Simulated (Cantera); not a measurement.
**Hydrogen reduction and annealing atmospheres: Cr2O3 + H2**

Input: 1 mol Cr2O3, 1800 mol H2, equilibrated at 2000 K.

Equilibrium computed with Cantera from the NASA thermochemical tables; the gas is ideal and each condensed phase is pure. Candidate condensed phases: Cr, Cr2O3, H2O; 13 gas species. The numbers say what is thermodynamically allowed, not how fast it happens.

From 0.000100 bar to 0.220 bar nothing is condensed. From 1.50 bar to 10.0 bar the condensed part is Cr(s). The main Cr-bearing gas is Cr throughout.

| P (Pa) | x H2 | x H | x H2O | x Cr | x OH | x O | x CrO | n Cr(s) |
|---|---|---|---|---|---|---|---|---|
| 10 | 0.848 | 0.150 | 0.00151 | 0.00103 | 2.66e-5 | 3.44e-6 | 1.23e-6 | 0 |
| 68 | 0.937 | 0.0604 | 0.00160 | 0.00108 | 1.03e-5 | 4.86e-7 | 1.24e-6 | 0 |
| 460 | 0.974 | 0.0237 | 0.00164 | 0.00110 | 3.98e-6 | 7.07e-8 | 1.25e-6 | 0 |
| 3200 | 0.988 | 0.00904 | 0.00165 | 0.00110 | 1.51e-6 | 1.01e-8 | 1.25e-6 | 0 |
| 22000 | 0.994 | 0.00346 | 0.00166 | 0.00111 | 5.77e-7 | 1.47e-9 | 1.25e-6 | 0 |
| 150000 | 0.996 | 0.00133 | 0.00166 | 0.000763 | 2.21e-7 | 2.15e-10 | 8.61e-7 | 0.623 |
| 1000000 | 0.998 | 0.000514 | 0.00167 | 0.000114 | 8.57e-8 | 3.22e-11 | 1.29e-7 | 1.79 |
x: gas mole fraction; n: condensed amount in mol.
